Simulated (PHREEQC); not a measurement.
A solution holds 0.019 mol/kgw HCl and 0.002 mol/kgw ZnSO4, at 20 °C. Closed to the air; pH follows from the charge balance.

All values are PHREEQC results (ion-association model, wateq4f.dat), not measurements.

This is a speciation only: nothing precipitates in the calculation.

Question: Order these S species by the share of S that they hold, largest first: SO4-2, Zn(SO4)2-2, HSO4-, ZnSO4.

Answer: SO4-2 (49 %), HSO4- (44 %), ZnSO4 (6.4 %), Zn(SO4)2-2 (0.11 %)

Question: Order these Zn species by the share of Zn that they hold, largest first: ZnCl+, ZnSO4, Zn+2.

Answer: Zn+2 (91 %), ZnSO4 (6.4 %), ZnCl+ (2.1 %)

The pH is 1.80 and the ionic strength 0.0246 mol/kgw.
